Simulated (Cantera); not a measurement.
Charge: 1 mol Si3H8, 0.29 mol Cl2, 44 mol N2, equilibrated at 0.680 bar.

Method: chemical equilibrium by Gibbs-energy minimisation in Cantera with the NASA 1993 tables (ideal gas, pure condensed phases). Candidate condensed phases: NH4Cl, Si, Si3N4; 28 gas species. The feed counts by its element totals alone. N2 is the only nitrogen source here; it is nearly inert below about 1500 K, so the nitride shown seldom forms there in practice. Equilibrium is a limit: real reactors are often held back by kinetics, nucleation or transport. All values below are at 677 °C.

Base state: N2 0.907, H2 0.0801, HCl 0.0125, NH3 1.21e-5 (mole fractions); condensed: Si3N4(s).

Q: What changes in the equilibrium state with this change: Cl2 from 0.29 to 0.78 mol?

A: 
```json
[
 {"species": "N2", "before": "0.907", "after": "0.898"},
 {"species": "H2", "before": "0.0801", "after": "0.0690"},
 {"species": "HCl", "before": "0.0125", "after": "0.0330"},
 {"species": "SiCl4", "before": "1.34e-6", "after": "8.74e-5"},
 {"species": "NH3", "before": "1.21e-5", "after": "9.63e-6"},
 {"species": "Si3N4(s), mol", "before": "1.000", "after": "0.999"}
]
```
